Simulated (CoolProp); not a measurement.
Acetone at several states: Z from the reference equation and from simpler models built on Tc = 235.0 °C, pc = 4.692 MPa, ω = 0.307; each cubic takes its own stable root.

Values from CoolProp's reference Helmholtz-energy equation of state, Lemmon 2006. It is a short technical equation, of lower accuracy than the large ones.

```tsv
T (°C)	p (MPa)	phase	reference	van der Waals	Redlich-Kwong	Soave-Redlich-Kwong
-76.85	19.1	liquid	?	?	?	0.9938
163.65	2.73	liquid	?	0.1413	?	?
154.45	18.3	liquid	0.4515	?	0.5852	?
```

Some entries are withheld; supply them.


- -76.85, reference: 0.7526
- -76.85, van der Waals: 1.476
- -76.85, Redlich-Kwong: 1.006
- 163.65, reference: 0.07260
- 163.65, Redlich-Kwong: 0.1015
- 163.65, Soave-Redlich-Kwong: 0.09551
- 154.45, van der Waals: 0.7918
- 154.45, Soave-Redlich-Kwong: 0.5697
